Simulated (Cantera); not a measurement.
Feed: 1 mol CH₃SiH₃, 500 mol H₂, 0.09 mol CH₄, held at 1975 K.

Cantera equilibrium calculation (NASA polynomials, part measured and part estimated; ideal gas, pure solids and liquids). Candidate condensed phases: C, C₆H₆, C₇H₈, C₈H₁₈, Si, SiC; 87 gas species. The feed counts by its element totals alone. Gases not in the tables: Si₂H₆ and higher silanes. The numbers say what is thermodynamically allowed, not how fast it happens.

Which condensed phases are stable at each of these points (P (Pa)): 100, 220, 460, 1000, 2200, 4600, 10000, 22000, 46000, 100000?


```
P (Pa)      condensed phases  Si condensed (%)
------  --------------------  ----------------
100     C(graphite) + SiC(s)               7.6
220                   SiC(s)              53.3
460                   SiC(s)              72.5
1000                  SiC(s)              84.3
2200                  SiC(s)              91.1
4600                  SiC(s)              94.8
10000                 SiC(s)              96.9
22000                 SiC(s)              98.0
46000                 SiC(s)              98.5
100000                SiC(s)              98.5
```

At 0.750 Torr the condensed part is C(graphite) + SiC(s). From 1.65 Torr to 750 Torr the condensed part is SiC(s).
